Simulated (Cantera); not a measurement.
Feed: 1 mol C2F6, 0.011 mol CH4, at 82.0 Pa.

Method: chemical equilibrium by Gibbs-energy minimisation in Cantera with the NASA 1993 tables (ideal gas, pure condensed phases). Candidate condensed phases: C, C6H6, C7H8, C8H18; 95 gas species. The feed counts by its element totals alone. Gases not in the tables: C2F6 and larger saturated fluorocarbons. Equilibrium is a limit: real reactors are often held back by kinetics, nucleation or transport. All values below are at 1098 K.

Base state: CF4 0.971, HF 0.0287 (mole fractions); condensed: C(graphite).

### Question
What changes in the equilibrium state with this change: CH4 from 0.011 to 0.34 mol?

### Answer
```
species           before  after
----------------  ------  -----
HF                0.0287  0.540
CF4                0.971  0.460
C(graphite), mol   0.522   1.18
```
